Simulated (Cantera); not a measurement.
A perfectly stirred reactor is fed with N2O = 1 (molar parts), at 900 Torr; it is held at 1598 K, and followed from long to short residence time.

Cantera simulation using GRI-Mech 3.0 (53 species, 325 reactions); the numbers are that mechanism's predictions, not measurements. GRI-Mech 3.0 was tuned for natural gas; its chemistry of N2O as a main component is partial and can be far from experiment. The temperature is held fixed by assumption; the heat of reaction is taken as removed at once.

### Question
What does this change do: temperature 1598 to 1200 K?

### Answer
```json
[
 {"quantity": "x(N2O) at τ = 16.0 s", "before": "0.000402", "after": "0.0850"},
 {"quantity": "x(NO) at τ = 16.0 s", "before": "0.0232", "after": "0.0292"},
 {"quantity": "x(O2) at τ = 16.0 s", "before": "0.321", "after": "0.290"},
 {"quantity": "x(NO2) at τ = 16.0 s", "before": "0.000132", "after": "0.000401"},
 {"quantity": "x(N2) at τ = 16.0 s", "before": "0.655", "after": "0.595"},
 {"quantity": "x(N2O) at τ = 28.0 ms", "before": "0.134", "after": "0.972"},
 {"quantity": "x(NO) at τ = 28.0 ms", "before": "0.125", "after": "0.00193"},
 {"quantity": "x(O2) at τ = 28.0 ms", "before": "0.225", "after": "0.00835"},
 {"quantity": "x(NO2) at τ = 28.0 ms", "before": "0.000813", "after": "1.84e-5"},
 {"quantity": "x(N2) at τ = 28.0 ms", "before": "0.514", "after": "0.0177"}
]
```
The mechanism lacks the step 2 NO + O2 → 2 NO2, which can matter for NO2 below about 1400 K.
